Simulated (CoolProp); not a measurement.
Saturated liquid density (kg/m³) of R236FA: the reference equation beside estimates from Tc = 124.9 °C, pc = 3.191 MPa, ω = 0.377. Rackett uses Z = 0.29056 − 0.08775 ω.

Values from CoolProp's reference Helmholtz-energy equation of state, Pan 2012.

| T (°C) | reference | Rackett | van der Waals | Redlich-Kwong | Soave-Redlich-Kwong |
|---|---|---|---|---|---|
| 44.45 | 1290 | 1344 | 757.4 | 1071 | 1149 |
| 48.05 | 1276 | 1329 | 749.1 | 1056 | 1134 |
| 51.75 | 1262 | 1314 | 740.3 | 1040 | 1118 |
| 55.35 | 1247 | 1298 | 731.6 | 1025 | 1102 |
| 58.95 | 1232 | 1282 | 722.6 | 1008 | 1085 |
| 62.55 | 1217 | 1266 | 713.4 | 991.7 | 1067 |
| 66.25 | 1201 | 1248 | 703.6 | 974.0 | 1049 |
| 69.85 | 1185 | 1231 | 693.7 | 956.3 | 1030 |
| 73.45 | 1168 | 1213 | 683.6 | 938.0 | 1011 |
| 77.15 | 1150 | 1194 | 672.7 | 918.5 | 989.6 |
| 80.75 | 1132 | 1174 | 661.7 | 898.9 | 968.2 |
| 84.35 | 1113 | 1154 | 650.3 | 878.4 | 945.8 |
| 87.95 | 1093 | 1133 | 638.3 | 857.1 | 922.3 |
| 91.65 | 1071 | 1110 | 625.4 | 834.1 | 896.8 |
| 95.25 | 1049 | 1086 | 612.1 | 810.6 | 870.5 |

Absolute difference from the reference over all 15 rows, mean and median: Rackett 3.9 and 3.9 %, van der Waals 41.5 and 41.5 %, Redlich-Kwong 19.5 and 19.3 %, Soave-Redlich-Kwong 13.4 and 13.1 %.
